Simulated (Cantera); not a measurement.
A freely propagating, adiabatic, planar premixed flame of 11.0 % CH4, 0.871 % H2, 23.2 % O2, 64.9 % N2, unburnt at 350 K and 130000 Pa; mixture-averaged transport, grid criteria slope 0.08 and curve 0.16, no radiation.

Detailed kinetics in Cantera: GRI-Mech 3.0 (53 species, 325 reactions). Burning velocities carry a grid error of a few per cent, more on coarse grids.

x: mole fraction of selected species; z is measured from the peak of heat release.

```json
[
 {"z (mm)": "-0.701", "T (K)": "350", "u (m/s)": "0.775", "x CH4": "0.110", "x H2": "0.00901", "x O2": "0.231", "x H2O": "5.14e-6", "x C2H2": "<1e-8", "x CO2": "1.91e-8"},
 {"z (mm)": "-0.467", "T (K)": "351", "u (m/s)": "0.778", "x CH4": "0.110", "x H2": "[?]", "x O2": "0.231", "x H2O": "[?]", "x C2H2": "<1e-8", "x CO2": "[?]"},
 {"z (mm)": "-0.350", "T (K)": "356", "u (m/s)": "0.789", "x CH4": "0.110", "x H2": "0.0115", "x O2": "0.231", "x H2O": "0.000691", "x C2H2": "5.46e-8", "x CO2": "7.73e-6"},
 {"z (mm)": "-0.234", "T (K)": "406", "u (m/s)": "0.905", "x CH4": "0.106", "x H2": "0.0152", "x O2": "0.227", "x H2O": "0.00672", "x C2H2": "1.02e-6", "x CO2": "0.000162"},
 {"z (mm)": "-0.117", "T (K)": "892", "u (m/s)": "2.02", "x CH4": "0.0768", "x H2": "0.0223", "x O2": "0.189", "x H2O": "0.0599", "x C2H2": "2.48e-5", "x CO2": "0.00445"},
 {"z (mm)": "-0.0584", "T (K)": "1393", "u (m/s)": "3.20", "x CH4": "0.0422", "x H2": "0.0257", "x O2": "0.139", "x H2O": "0.114", "x C2H2": "7.73e-5", "x CO2": "0.0131"},
 {"z (mm)": "0", "T (K)": "1833", "u (m/s)": "4.25", "x CH4": "0.0102", "x H2": "0.0252", "x O2": "0.0818", "x H2O": "0.164", "x C2H2": "0.000143", "x CO2": "0.0277"},
 {"z (mm)": "0.0584", "T (K)": "2016", "u (m/s)": "4.67", "x CH4": "0.000820", "x H2": "0.0197", "x O2": "0.0486", "x H2O": "0.187", "x C2H2": "3.07e-5", "x CO2": "0.0438"},
 {"z (mm)": "0.117", "T (K)": "2070", "u (m/s)": "4.78", "x CH4": "3.48e-5", "x H2": "0.0166", "x O2": "0.0367", "x H2O": "0.192", "x C2H2": "1.21e-6", "x CO2": "0.0563"},
 {"z (mm)": "0.234", "T (K)": "2132", "u (m/s)": "4.89", "x CH4": "7.11e-8", "x H2": "0.0155", "x O2": "0.0303", "x H2O": "0.193", "x C2H2": "<1e-8", "x CO2": "0.0687"},
 {"z (mm)": "0.467", "T (K)": "2211", "u (m/s)": "5.04", "x CH4": "<1e-8", "x H2": "[?]", "x O2": "[?]", "x H2O": "0.197", "x C2H2": "<1e-8", "x CO2": "0.0757"},
 {"z (mm)": "0.934", "T (K)": "2300", "u (m/s)": "5.21", "x CH4": "<1e-8", "x H2": "0.0118", "x O2": "0.0232", "x H2O": "0.203", "x C2H2": "<1e-8", "x CO2": "0.0803"},
 {"z (mm)": "1.87", "T (K)": "2379", "u (m/s)": "5.36", "x CH4": "<1e-8", "x H2": "0.00940", "x O2": "0.0200", "x H2O": "0.209", "x C2H2": "<1e-8", "x CO2": "0.0850"}
]
```

Problem. What belongs in the gaps?

Solution. 
- -0.467, x H2: 0.0100
- -0.467, x H2O: 0.000119
- -0.467, x CO2: 8.58e-7
- 0.467, x H2: 0.0142
- 0.467, x O2: 0.0266
